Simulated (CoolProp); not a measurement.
A single-stage vapour-compression cycle with nitrous oxide: evaporating at 229.15 K (dew point), condensing at 288.15 K (bubble point), superheat 0 K, subcooling 0 K, compressor efficiency 0.9, no pressure losses. Each further row changes one setting.

The numbers come from the reference Helmholtz-energy equation of state, Lemmon 2006 in CoolProp. It is a short technical equation, of lower accuracy than the large ones.

| case | cooling COP | pressure ratio | discharge temperature (K) | refrigerating effect (kJ/kg) | volumetric capacity (kJ/m³) |
|---|---|---|---|---|---|
| as stated | [?] | 5.54 | 351.9 | 195 | 4120 |
| evaporating temperature 234.15 K | 2.55 | 4.63 | 344.4 | 196 | 4940 |
| condensing temperature 283.15 K | 2.57 | 4.92 | [?] | 207 | 4380 |
| subcooling 5 K | 2.37 | 5.54 | 351.9 | 208 | 4400 |
| superheat 10 K | 2.20 | 5.54 | 365.5 | [?] | [?] |
| compressor efficiency 0.8 | 1.98 | 5.54 | 361.3 | 195 | 4120 |

Q: What belongs in the gaps?

A: 
- as stated, cooling COP: 2.22
- condensing temperature 283.15 K, discharge temperature (K): 342.0
- superheat 10 K, refrigerating effect (kJ/kg): 205
- superheat 10 K, volumetric capacity (kJ/m³): 4070
